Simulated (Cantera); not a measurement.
# Thermodynamics of fluorocarbon and chlorocarbon gases, feed CHF3 + F2

Input: 1 mol CHF3, 0.35 mol F2, equilibrated at 0.550 bar.

Equilibrium computed with Cantera from the NASA thermochemical tables; the gas is ideal and each condensed phase is pure. Candidate condensed phases: C, C6H6, C7H8, C8H18; 110 gas species. Ions and electrons are included (thermal ionisation). The tables' values for C2F4 are old estimates; treat these amounts as uncertain. Gases not in the tables: C2F6 and larger saturated fluorocarbons. Equilibrium is a limit: real reactors are often held back by kinetics, nucleation or transport.

```tsv
T (°C)	x F	x HF	x CF2	x CF4	x H	x C	x CF	x C3	x C2	x CF3	n C(graphite)
2227	0.0552	0.512	0.191	0.224	2.23e-5	3.03e-7	0.00180	9.04e-7	8.33e-8	0.0162	0.155
2477	0.162	0.419	0.329	0.0632	8.34e-5	6.81e-6	0.0105	3.00e-5	2.92e-6	0.0165	0
2727	0.297	0.359	0.294	0.00711	0.000339	9.22e-5	0.0344	0.000567	5.76e-5	0.00719	0.0393
2977	0.413	0.317	0.181	0.000524	0.00135	0.000826	0.0768	0.00659	0.000703	0.00200	0.106
3227	0.499	0.276	0.0773	3.02e-5	0.00472	0.00422	0.108	0.0254	0.00364	0.000395	0
3477	0.561	0.243	0.0246	1.56e-6	0.0146	0.0127	0.102	0.0321	0.00812	6.18e-5	0
3727	0.593	0.202	0.00748	8.76e-8	0.0381	0.0303	0.0837	0.0295	0.0135	9.59e-6	0
3977	0.615	0.145	0.00230	5.93e-9	0.0764	0.0593	0.0627	0.0205	0.0175	1.61e-6	0
4227	0.629	0.0876	0.000702	4.64e-10	0.116	0.0953	0.0426	0.0103	0.0172	2.85e-7	0
4477	0.637	0.0471	0.000209	4.05e-11	0.144	0.128	0.0262	0.00374	0.0130	5.18e-8	0
4727	0.642	0.0245	6.27e-5	3.98e-12	0.159	0.149	0.0151	0.00109	0.00816	9.89e-9	0
```
x: gas mole fraction; n: condensed amount in mol.

At 2227 °C the condensed part is C(graphite). At 2477 °C nothing is condensed. From 2727 °C to 2977 °C the condensed part is C(graphite). From 3227 °C to 4727 °C nothing is condensed. The main C-bearing gas is CF4 at 2227 °C and C at 4727 °C.
